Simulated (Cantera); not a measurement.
What does this Cantera script print?

```python
import numpy as np
import cantera as ct

gas = ct.Solution("gri30.yaml")
gas.TPX = 2200, 101325, {'NO': 1, 'N2': 31}
reactor = ct.IdealGasConstPressureReactor(gas, energy="off", clone=False)
net = ct.ReactorNet([reactor])
net.rtol, net.atol = 1e-08, 1e-18
show = ['NO', 'N2O', 'N2', 'O', 'O2']
times = np.geomspace(2e-05, 20, 11)

steps = ct.SolutionArray(gas, extra=["t"])
rows = []
print(f"{'t/s':>10s}{'T/K':>9s}{'P/Pa':>11s}" + "".join(f"{s:>11s}" for s in show))
for t in times:
    while net.time < t:
        t_next = net.step()
        steps.append(gas.state, t=t_next)
    rows.append([np.interp(t, steps.t, y) for y in (steps.T, steps.P, *steps(*show).X.T)])
    print(f"{t:10.3e}{rows[-1][0]:9.1f}{rows[-1][1]:11.4g}" + "".join(f"{x:11.3e}" for x in rows[-1][2:]))
rate = np.gradient(steps.T, steps.t)
print("integrator steps:", len(steps.t))
if steps.T.max() > steps.T[0] + 200:
    print(f"time of steepest temperature rise: {steps.t[rate.argmax()]:.4e} s")
gas.TPX = 2200, 101325, {'NO': 1, 'N2': 31}
gas.equilibrate("TP")
print(f"equilibrium (TP): T = {gas.T:.1f} K  " + "  ".join(f"{s} {gas[s].X[0]:.3e}" for s in show))
```

Result:

```
       t/s      T/K       P/Pa         NO        N2O         N2          O         O2
 2.000e-05   2200.0  1.013e+05  3.125e-02  7.954e-08  9.688e-01  9.142e-08  1.034e-10
 7.962e-05   2200.0  1.013e+05  3.125e-02  2.533e-07  9.688e-01  4.216e-07  1.825e-09
 3.170e-04   2200.0  1.013e+05  3.125e-02  4.949e-07  9.688e-01  2.167e-06  3.666e-08
 1.262e-03   2200.0  1.013e+05  3.124e-02  5.413e-07  9.688e-01  9.939e-06  7.242e-07
 5.024e-03   2200.0  1.013e+05  3.118e-02  5.564e-07  9.688e-01  3.779e-05  1.305e-05
 2.000e-02   2200.0  1.013e+05  3.083e-02  5.700e-07  9.689e-01  7.982e-05  1.666e-04
 7.962e-02   2200.0  1.013e+05  2.909e-02  5.334e-07  9.698e-01  1.123e-04  1.020e-03
 3.170e-01   2200.0  1.013e+05  2.104e-02  3.737e-07  9.738e-01  2.005e-04  4.998e-03
 1.262e+00   2200.0  1.013e+05  5.206e-03  2.270e-07  9.816e-01  3.072e-04  1.286e-02
 5.024e+00   2200.0  1.013e+05  3.609e-03  2.257e-07  9.824e-01  3.158e-04  1.366e-02
 2.000e+01   2200.0  1.013e+05  3.609e-03  2.257e-07  9.824e-01  3.158e-04  1.366e-02
integrator steps: 828
equilibrium (TP): T = 2200.0 K  NO 3.609e-03  N2O 2.257e-07  N2 9.824e-01  O 3.158e-04  O2 1.366e-02
```

Computed with Cantera and GRI-Mech 3.0 (53 species, 325 reactions).
